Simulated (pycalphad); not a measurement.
Computed with pycalphad from the COST 507 light-alloy database (1999), at 1 atm. These are 1990s assessments: newer ones move some temperatures and phases. Amounts are mole fractions of atoms.

Task: Give the equilibrium state of Sn-74Si (at.%) at 550 K.

Result: diamond (Si), fraction 0.740, with >99.99 Si at.%; liquid, fraction 0.260, with <0.01 Si at.%.
